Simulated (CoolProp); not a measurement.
Vapour-liquid equilibrium of propylene (1) + dimethyl ether (2) at 313.3 K; x and y are mole fractions of (1).

Model: multi-fluid Helmholtz-energy mixture model, Lemmon 2013 and Wu 2011; pair parameters Bell 2016, in CoolProp.

```json
[
 {"x": "0.05", "bubble pressure, mixture model (MPa)": "0.9413", "bubble pressure, Raoult's law (MPa)": "0.9312", "y, mixture model": "0.090", "y, Raoult's law": "0.089"},
 {"x": "0.125", "bubble pressure, mixture model (MPa)": "?", "bubble pressure, Raoult's law (MPa)": "0.9883", "y, mixture model": "?", "y, Raoult's law": "0.209"},
 {"x": "0.2", "bubble pressure, mixture model (MPa)": "1.079", "bubble pressure, Raoult's law (MPa)": "1.045", "y, mixture model": "?", "y, Raoult's law": "0.316"},
 {"x": "0.275", "bubble pressure, mixture model (MPa)": "1.144", "bubble pressure, Raoult's law (MPa)": "1.102", "y, mixture model": "0.399", "y, Raoult's law": "0.413"},
 {"x": "0.35", "bubble pressure, mixture model (MPa)": "1.206", "bubble pressure, Raoult's law (MPa)": "1.159", "y, mixture model": "?", "y, Raoult's law": "0.499"},
 {"x": "0.425", "bubble pressure, mixture model (MPa)": "1.266", "bubble pressure, Raoult's law (MPa)": "1.217", "y, mixture model": "0.551", "y, Raoult's law": "0.578"},
 {"x": "0.5", "bubble pressure, mixture model (MPa)": "1.324", "bubble pressure, Raoult's law (MPa)": "1.274", "y, mixture model": "?", "y, Raoult's law": "0.649"},
 {"x": "0.575", "bubble pressure, mixture model (MPa)": "?", "bubble pressure, Raoult's law (MPa)": "1.331", "y, mixture model": "0.680", "y, Raoult's law": "0.715"},
 {"x": "0.65", "bubble pressure, mixture model (MPa)": "1.432", "bubble pressure, Raoult's law (MPa)": "1.388", "y, mixture model": "0.739", "y, Raoult's law": "0.775"},
 {"x": "0.725", "bubble pressure, mixture model (MPa)": "1.483", "bubble pressure, Raoult's law (MPa)": "1.445", "y, mixture model": "0.796", "y, Raoult's law": "0.830"},
 {"x": "0.8", "bubble pressure, mixture model (MPa)": "1.532", "bubble pressure, Raoult's law (MPa)": "1.502", "y, mixture model": "0.851", "y, Raoult's law": "0.881"},
 {"x": "0.875", "bubble pressure, mixture model (MPa)": "1.579", "bubble pressure, Raoult's law (MPa)": "1.559", "y, mixture model": "0.907", "y, Raoult's law": "0.928"},
 {"x": "0.95", "bubble pressure, mixture model (MPa)": "1.625", "bubble pressure, Raoult's law (MPa)": "1.616", "y, mixture model": "0.962", "y, Raoult's law": "0.972"}
]
```

Q: Fill in the missing entries.

A: 
- 0.125, bubble pressure, mixture model (MPa): 1.011
- 0.125, y, mixture model: 0.207
- 0.2, y, mixture model: 0.309
- 0.35, y, mixture model: 0.479
- 0.5, y, mixture model: 0.618
- 0.575, bubble pressure, mixture model (MPa): 1.379

The largest gap from Raoult's law is +4.0 % in bubble pressure, at x = 0.425. No azeotrope shows between x = 0.05 and 0.95.

Pair parameters are fitted to limited data, so mixtures are less certain than the pure fluids.
